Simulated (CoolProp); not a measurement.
Values from CoolProp's reference Helmholtz-energy equation of state, Zhou 2016.

Task: For R245ca, give the phase and the isothermal compressibility (1/MPa), expansivity (1/kK) at -37.25 °C and 36.9 bar; -37.25 °C and 61.6 bar.

Result: 
- -37.25 °C and 36.9 bar: liquid; isothermal compressibility 0.000877, expansivity 1.46
- -37.25 °C and 61.6 bar: liquid; isothermal compressibility 0.000858, expansivity 1.44
